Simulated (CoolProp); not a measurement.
R245fa at 263.6 K and 0.23 MPa flows at 0.095 m/s in a round tube of 100 mm bore and 15 µm roughness, fully developed (64/Re and Nu = 3.66 if laminar; Colebrook and Gnielinski if turbulent). Each further row changes one setting.

Computed with CoolProp (reference Helmholtz-energy equation of state, Akasaka 2015).

| case | Reynolds number | Darcy friction factor | pressure drop (Pa/m) | heat-transfer coefficient (W/(m² K)) | mass flow (kg/h) |
|---|---|---|---|---|---|
| as stated | 22300 | 0.0255 | 1.65 | 172 | 3840 |
| velocity 0.19 m/s | 44600 | 0.0219 | 5.65 | 317 | 7670 |
| diameter 200 mm | 44600 | 0.0217 | 0.699 | 157 | 15300 |

Viscosity comes from a separate model (Bell 2016), an estimate that may be off by 10 % or more. Thermal conductivity comes from a separate model (Huber 2003), an estimate that may be off by 10 % or more.
